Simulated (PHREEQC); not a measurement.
## Copper plating or etch bath (model solution)

A solution holds 0.02 mol/kgw CuCl2, 0.61 mol/kgw HCl and 0.00035 mol/kgw H3BO3, at 25 °C. Closed to the air; pH follows from the charge balance.

The numbers come from PHREEQC with the ion-association model, phreeqc.dat.

This is a speciation only: nothing precipitates in the calculation.

Problem. What pH, activity of water, density does the model give?

Solution. pH 0.34; activity of water 0.978; density 1.010 g/cm³.

Problem. In which forms is Cu present?

Solution. Cu+2 69 %, CuCl+ 28 %, CuCl2 3.3 % of the Cu.
